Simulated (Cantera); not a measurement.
An isothermal, constant-pressure homogeneous reactor starts with H₂ : O₂ = 0.028 : 1 (molar parts), at 1473 K and 0.00130 bar. Integrator tolerance rtol = 1e-08.

Model: GRI-Mech 3.0 (53 species, 325 reactions), integrated in Cantera. Radical loss at walls, strong at low pressure, is not modelled.

**Question.** What does this change do: 0.06 parts H2O added?

**Answer.** 
| quantity | before | after |
|---|---|---|
| x(H₂) at 20.0 s | 0.000125 (gas-phase equilibrium 1.02e-6) | 0.000161 (gas-phase equilibrium 3.12e-6) |
| x(O₂) at 20.0 s | 0.961 (gas-phase equilibrium 0.972) | 0.913 (gas-phase equilibrium 0.918) |
| x(H₂O) at 20.0 s | 0.0257 (gas-phase equilibrium 0.0275) | 0.0799 (gas-phase equilibrium 0.0817) |
| x(OH) at 20.0 s | 0.00275 (gas-phase equilibrium 0.000250) | 0.00305 (gas-phase equilibrium 0.000425) |
| x(H₂O₂) at 20.0 s | 1.59e-9 (gas-phase equilibrium 1.73e-10) | 2.51e-9 (gas-phase equilibrium 5.00e-10) |
| x(O) at 20.0 s | 0.00992 (gas-phase equilibrium 7.68e-5) | 0.00392 (gas-phase equilibrium 7.46e-5) |
| x(H) at 20.0 s | 0.000512 (gas-phase equilibrium 3.57e-7) | 0.000236 (gas-phase equilibrium 6.24e-7) |

**Question.** What does this change do: H2 0.028 to 0.0039 parts?

**Answer.** 
```csv
quantity,before,after
x(H₂) at 20.0 s,0.000125 (gas-phase equilibrium 1.02e-6),5.28e-6 (gas-phase equilibrium 1.41e-7)
x(O₂) at 20.0 s,0.961 (gas-phase equilibrium 0.972),0.993 (gas-phase equilibrium 0.996)
x(H₂O) at 20.0 s,0.0257 (gas-phase equilibrium 0.0275),0.00358 (gas-phase equilibrium 0.00384)
x(OH) at 20.0 s,0.00275 (gas-phase equilibrium 0.000250),0.000575 (gas-phase equilibrium 9.41e-5)
x(H₂O₂) at 20.0 s,1.59e-9 (gas-phase equilibrium 1.73e-10),2.25e-10 (gas-phase equilibrium 2.45e-11)
x(O) at 20.0 s,0.00992 (gas-phase equilibrium 7.68e-5),0.00312 (gas-phase equilibrium 7.77e-5)
x(H) at 20.0 s,0.000512 (gas-phase equilibrium 3.57e-7),3.26e-5 (gas-phase equilibrium 1.33e-7)
```
